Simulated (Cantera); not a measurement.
# Gas-phase reforming

An isothermal, constant-pressure homogeneous reactor starts with CH₄ : H₂O : H₂ = 1 : 0.42 : 0.26 (molar parts), at 2025 K and 240 Torr.

Model: GRI-Mech 3.0 (53 species, 325 reactions), integrated in Cantera. GRI-Mech 3.0 stops at C3 and has no aromatics, soot or wall deposition, so with more carbon than oxygen in the feed, carbon stays in small species such as C2H2 where larger ones or solid carbon would form.

```tsv
t (s)	x CH₄	x H₂O	x H₂	x HCO	x CH₂	x HO₂	x C₂H₆
7.00e-5	0.440	0.232	0.259	1.45e-6	4.48e-5	7.08e-12	0.00165
0.000183	0.234	0.195	0.444	9.90e-7	3.37e-5	8.60e-12	0.000607
0.000477	0.109	0.169	0.561	4.99e-7	2.18e-5	7.97e-12	0.000142
0.00124	0.0446	0.151	0.624	2.50e-7	1.39e-5	8.33e-12	2.71e-5
0.00325	0.0193	0.129	0.659	1.32e-7	8.95e-6	7.70e-12	5.70e-6
0.00848	0.0126	0.0956	0.689	8.46e-8	6.33e-6	4.38e-12	2.47e-6
0.0221	0.00898	0.0516	0.724	5.58e-8	4.10e-6	1.24e-12	1.20e-6
0.0578	0.00494	0.0154	0.753	4.37e-8	2.06e-6	<1e-12	3.53e-7
0.151	0.00174	0.00115	0.766	4.35e-8	6.93e-7	<1e-12	4.75e-8
0.394	0.000868	2.21e-6	0.768	4.38e-8	3.43e-7	<1e-12	1.50e-8
1.03	0.000862	3.01e-7	0.768	4.38e-8	3.40e-7	<1e-12	1.49e-8
2.68	0.000862	3.01e-7	0.768	4.38e-8	3.40e-7	<1e-12	1.49e-8
7.00	0.000862	3.01e-7	0.768	4.38e-8	3.40e-7	<1e-12	1.49e-8
```
x: mole fraction; the columns are a selection and need not sum to one.

Equilibrium at this temperature and pressure: CH₄ 0.000863, H₂O 3.02e-7, H₂ 0.768, HCO 4.38e-8, CH₂ 3.40e-7, HO₂ <1e-12, C₂H₆ 1.49e-8 (gas phase only).
